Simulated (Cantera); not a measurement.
Cantera with NASA thermochemical tables; ideal gases at 1 bar, condensed phases pure. Values are per mole of reaction as written; species without (g) are pure solids or liquids, kept so even where they would boil at 1 bar.

Q: Between 700 and 1200 K, where is each reaction favourable under standard conditions?
- 3 Cu2O + 6 F2(g) = 6 CuF2(g) + O3(g)

A: 
- 3 Cu2O + 6 F2(g) = 6 CuF2(g) + O3(g): ΔG° is -1181 kJ at 700 K and -1324 kJ at 1200 K; it stays negative (K > 1). ΔH° is -1003 kJ and ΔS° 268 J/K at 1200 K.
